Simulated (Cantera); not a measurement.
A perfectly stirred reactor is fed with 14.9 % NH3, 85.1 % N2, at 39000 Pa; it is held at 1898 K, and followed from long to short residence time.

Computed with Cantera and the gas-phase N/H chemistry of the illustrative SiF4/NH3 mechanism in the Surface Chemkin manual (1991). Walls and surfaces, which speed up NH3 decomposition in real reactors, are not modelled.

x: mole fraction; the columns are a selection and need not sum to one.

| τ (s) | x NH3 | x N2H4 | x H2 | x H | x N | x NH | x NH2 |
|---|---|---|---|---|---|---|---|
| 7.2 | 0.00733 | 3.60e-10 | 0.185 | 0.000260 | 3.23e-7 | 1.59e-6 | 2.88e-5 |
| 1.8 | 0.0229 | 1.83e-9 | 0.165 | 0.000168 | 3.64e-7 | 2.54e-6 | 6.50e-5 |
| 0.46 | 0.0580 | 6.92e-9 | 0.119 | 9.28e-5 | 3.70e-7 | 3.59e-6 | 0.000126 |
| 0.12 | 0.104 | 1.67e-8 | 0.0591 | 4.03e-5 | 3.10e-7 | 4.19e-6 | 0.000196 |
| 0.029 | 0.135 | 2.85e-8 | 0.0187 | 1.32e-5 | 1.59e-7 | 3.77e-6 | 0.000256 |
| 0.0073 | 0.145 | 3.70e-8 | 0.00481 | 3.92e-6 | 4.37e-8 | 2.72e-6 | 0.000292 |
| 0.0018 | 0.148 | … | … | … | … | … | … |
| 0.00047 | 0.149 | 9.98e-9 | 0.000138 | 2.94e-7 | 1.86e-9 | 7.53e-7 | 0.000152 |
| 0.00012 | 0.149 | 8.80e-10 | … | … | 2.75e-10 | … | … |

Complete the blanks.


- 0.0018, x N2H4: 3.10e-8
- 0.0018, x H2: 0.000960
- 0.0018, x H: 1.02e-6
- 0.0018, x N: 8.95e-9
- 0.0018, x NH: 1.77e-6
- 0.0018, x NH2: 0.000267
- 0.00012, x H2: 2.37e-5
- 0.00012, x H: 1.82e-7
- 0.00012, x NH: 1.00e-7
- 0.00012, x NH2: 4.51e-5
